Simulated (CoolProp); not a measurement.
Saturation properties of CH2F2 (R32).

Model: reference Helmholtz-energy equation of state, Tillner-Roth 1997, in CoolProp.

| T (°C) | p (MPa) | liquid density (kg/m³) | vapour density (kg/m³) | liquid cp (kJ/(kg K)) | liquid viscosity (µPa s) |
|---|---|---|---|---|---|
| -61.95 | 0.05821 | 1241 | 1.777 | 1.574 | 349 |
| -43.15 | 0.1535 | 1189 | 4.416 | 1.601 | 266 |
| -24.35 | 0.3432 | 1134 | 9.496 | 1.647 | 207 |
| -5.55 | 0.6780 | 1074 | 18.43 | 1.718 | 163 |
| 13.15 | 1.214 | 1008 | 33.28 | 1.828 | 129 |
| 31.95 | 2.027 | 931.0 | 57.97 | 2.024 | 102 |
| 50.75 | 3.196 | 834.8 | 100.8 | 2.467 | 79.4 |
| 69.55 | 4.831 | 686.2 | 192.9 | 4.691 | 58.0 |

It boils at -51.7 °C under 1 atm.

Viscosity comes from a separate model (Bell 2016), an estimate that may be off by 10 % or more.
